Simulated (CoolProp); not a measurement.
Saturated liquid density (kg/m³) of R1336mzz(Z): the reference equation beside estimates from Tc = 444.5 K, pc = 2.904 MPa, ω = 0.386. Rackett uses Z = 0.29056 − 0.08775 ω.

Computed with CoolProp (reference Helmholtz-energy equation of state, McLinden 2020).

```json
[
 {"T (K)": "270.3", "reference": "1435", "Rackett": "1421", "van der Waals": "790.1", "Redlich-Kwong": "1162", "Soave-Redlich-Kwong": "1220", "Peng-Robinson": "1377"},
 {"T (K)": "281.8", "reference": "1406", "Rackett": "1393", "van der Waals": "775.6", "Redlich-Kwong": "1137", "Soave-Redlich-Kwong": "1198", "Peng-Robinson": "1353"},
 {"T (K)": "293.2", "reference": "1377", "Rackett": "1364", "van der Waals": "760.7", "Redlich-Kwong": "1111", "Soave-Redlich-Kwong": "1175", "Peng-Robinson": "1327"},
 {"T (K)": "304.6", "reference": "1348", "Rackett": "1334", "van der Waals": "745.0", "Redlich-Kwong": "1083", "Soave-Redlich-Kwong": "1149", "Peng-Robinson": "1300"},
 {"T (K)": "316", "reference": "1317", "Rackett": "1304", "van der Waals": "728.6", "Redlich-Kwong": "1054", "Soave-Redlich-Kwong": "1122", "Peng-Robinson": "1270"},
 {"T (K)": "327.5", "reference": "1285", "Rackett": "1271", "van der Waals": "711.3", "Redlich-Kwong": "1023", "Soave-Redlich-Kwong": "1092", "Peng-Robinson": "1237"},
 {"T (K)": "338.9", "reference": "1251", "Rackett": "1237", "van der Waals": "693.1", "Redlich-Kwong": "990.4", "Soave-Redlich-Kwong": "1061", "Peng-Robinson": "1202"},
 {"T (K)": "350.3", "reference": "1216", "Rackett": "1202", "van der Waals": "673.7", "Redlich-Kwong": "955.7", "Soave-Redlich-Kwong": "1026", "Peng-Robinson": "1164"},
 {"T (K)": "361.7", "reference": "1179", "Rackett": "1165", "van der Waals": "653.1", "Redlich-Kwong": "918.5", "Soave-Redlich-Kwong": "988.4", "Peng-Robinson": "1122"}
]
```

Absolute difference from the reference over all 9 rows, mean and median: Rackett 1.0 and 1.0 %, van der Waals 44.7 and 44.7 %, Redlich-Kwong 20.2 and 20.0 %, Soave-Redlich-Kwong 15.1 and 15.0 %, Peng-Robinson 3.9 and 3.8 %.
